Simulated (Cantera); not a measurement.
Input: 1 mol Si3N4, 1.1 mol H2O, 2 mol H2, held at 1423.15 K and 1330 Pa.

Cantera equilibrium calculation (NASA polynomials, part measured and part estimated; ideal gas, pure solids and liquids). Candidate condensed phases: H2O, Si, SiO2, Si2N2O, Si3N4; 35 gas species. Mutual solubility and eutectic melting of coexisting phases are not modelled. Equilibrium is a limit: real reactors are often held back by kinetics, nucleation or transport.

Base state: H2 0.894, N2 0.106, H 5.45e-5 (mole fractions); condensed: Si2N2O(s) + Si3N4(s).

What changes in the equilibrium state with this change: temperature from 1423.15 K to 1948.15 K?


```tsv
species	before	after
H2	0.894	0.494
N2	0.106	0.321
SiO	1.71e-6	0.176
Si	4.13e-9	0.00175
SiH	2.02e-9	0.000109
Si2N	<1e-9	4.66e-5
SiN	<1e-9	3.37e-5
Si2N2O(s), mol	1.10	0
Si3N4(s), mol	0.267	0
Si(l), mol	0	1.89
```
The tables' values for SiN are old estimates; treat these amounts as uncertain. Gases not in the tables: Si2H6 and higher silanes.
